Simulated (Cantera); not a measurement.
# Stirred combustor or abatement burner

A perfectly stirred reactor is fed with 3.52 % CH4, 2.99 % C2H6, 19.7 % O2, 73.8 % N2, equivalence ratio 0.89, at 750 Torr; it is adiabatic with a 525 K inlet, and is followed from long to short residence time, starting on the burning branch (τ in s: 0.073, 0.025, 0.0087, 0.003, 0.001, 0.00036, 0.00012, 4.2e-05, 1.5e-05).

Detailed kinetics in Cantera: GRI-Mech 3.0 (53 species, 325 reactions).

```csv
τ (s),T (K),x CH4,x C2H6,x O2,x HO2,x N2O
0.073,2263,1.38e-6,1.38e-7,0.0232,1.83e-6,2.60e-7
0.025,2245,3.33e-6,3.89e-7,0.0244,2.01e-6,2.54e-7
0.0087,2208,7.26e-6,1.05e-6,0.0263,2.48e-6,2.36e-7
0.0030,2148,1.57e-5,2.73e-6,0.0288,3.58e-6,2.07e-7
0.0010,2070,3.67e-5,7.20e-6,0.0320,5.74e-6,1.78e-7
0.00036,1988,8.96e-5,1.83e-5,0.0356,9.15e-6,1.56e-7
0.00012,1889,0.000286,5.84e-5,0.0418,1.69e-5,1.34e-7
4.2e-5,525,0.0352,0.0299,0.197,<1e-12,<1e-12
1.5e-5,525,0.0352,0.0299,0.197,<1e-12,<1e-12
```
x: mole fraction; the columns are a selection and need not sum to one.
